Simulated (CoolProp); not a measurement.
Model: reference Helmholtz-energy equation of state, McLinden 2020, in CoolProp.

**Question.** Give the vapour pressure (MPa), liquid density (kg/m³), enthalpy of vaporisation (kJ/kg), liquid cp (kJ/(kg K)) of saturated R1336mzz(Z) at 99.65 °C.

**Answer.** 
```csv
T (°C),p (MPa),liquid density (kg/m³),enthalpy of vaporisation (kJ/kg),liquid cp (kJ/(kg K))
99.65,0.701,1140,127,1.41
```
